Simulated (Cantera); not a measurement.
An isothermal, constant-pressure homogeneous reactor starts with NO : N₂ = 1 : 1.7 (molar parts), at 1550 K and 0.987 atm. Integrator tolerance rtol = 1e-08.

Model: GRI-Mech 3.0 (53 species, 325 reactions), integrated in Cantera.

### Question
What does this change do: pressure from 0.987 atm to 1.28 atm?

### Answer
```tsv
quantity	before	after
x(NO) at 20.0 s	0.294 (gas-phase equilibrium 0.00148)	0.277 (gas-phase equilibrium 0.00148)
x(O₂) at 20.0 s	0.0376 (gas-phase equilibrium 0.184)	0.0461 (gas-phase equilibrium 0.184)
x(O) at 20.0 s	1.58e-6 (gas-phase equilibrium 3.38e-6)	1.52e-6 (gas-phase equilibrium 2.97e-6)
x(N₂O) at 20.0 s	3.02e-5 (gas-phase equilibrium 9.12e-8)	2.72e-5 (gas-phase equilibrium 1.04e-7)
x(NO₂) at 20.0 s	0.000583 (gas-phase equilibrium 6.41e-6)	0.000691 (gas-phase equilibrium 7.31e-6)
x(N₂) at 20.0 s	0.668 (gas-phase equilibrium 0.814)	0.676 (gas-phase equilibrium 0.814)
```

### Question
What does this change do: temperature 1550 to 1425 K?

### Answer
| quantity | before | after |
|---|---|---|
| x(NO) at 20.0 s | 0.294 (gas-phase equilibrium 0.00148) | 0.353 (gas-phase equilibrium 0.000797) |
| x(O₂) at 20.0 s | 0.0376 (gas-phase equilibrium 0.184) | 0.00840 (gas-phase equilibrium 0.185) |
| x(O) at 20.0 s | 1.58e-6 (gas-phase equilibrium 3.38e-6) | 1.42e-7 (gas-phase equilibrium 6.00e-7) |
| x(N₂O) at 20.0 s | 3.02e-5 (gas-phase equilibrium 9.12e-8) | 3.92e-5 (gas-phase equilibrium 5.10e-8) |
| x(NO₂) at 20.0 s | 0.000583 (gas-phase equilibrium 6.41e-6) | 0.000513 (gas-phase equilibrium 5.08e-6) |
| x(N₂) at 20.0 s | 0.668 (gas-phase equilibrium 0.814) | 0.638 (gas-phase equilibrium 0.814) |

### Question
What does this change do: N2 1.7 to 1.2 parts?

### Answer
```
quantity                                            before                                     after
----------------  ----------------------------------------  ----------------------------------------
x(NO) at 20.0 s      0.294 (gas-phase equilibrium 0.00148)     0.345 (gas-phase equilibrium 0.00160)
x(O₂) at 20.0 s       0.0376 (gas-phase equilibrium 0.184)      0.0542 (gas-phase equilibrium 0.226)
x(O) at 20.0 s     1.58e-6 (gas-phase equilibrium 3.38e-6)   1.88e-6 (gas-phase equilibrium 3.75e-6)
x(N₂O) at 20.0 s   3.02e-5 (gas-phase equilibrium 9.12e-8)   4.13e-5 (gas-phase equilibrium 9.58e-8)
x(NO₂) at 20.0 s  0.000583 (gas-phase equilibrium 6.41e-6)  0.000817 (gas-phase equilibrium 7.66e-6)
x(N₂) at 20.0 s        0.668 (gas-phase equilibrium 0.814)       0.600 (gas-phase equilibrium 0.772)
```
